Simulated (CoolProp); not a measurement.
The numbers come from the reference Helmholtz-energy equation of state, Akasaka 2020 in CoolProp.

Task: For R1123, give the phase and the cp (kJ/(kg K)), cv (kJ/(kg K)), Joule-Thomson coefficient (K/MPa), isothermal compressibility (1/MPa) at -30.15 °C and 17200 kPa; 104.45 °C and 17200 kPa; 119.35 °C and 17200 kPa.

Result: 
- -30.15 °C and 17200 kPa: liquid; cp 1.28, cv 0.818, Joule-Thomson coefficient -0.280, isothermal compressibility 0.00199
- 104.45 °C and 17200 kPa: supercritical; cp 1.65, cv 0.945, Joule-Thomson coefficient 0.898, isothermal compressibility 0.0225
- 119.35 °C and 17200 kPa: supercritical; cp 1.66, cv 0.960, Joule-Thomson coefficient 1.18, isothermal compressibility 0.0294
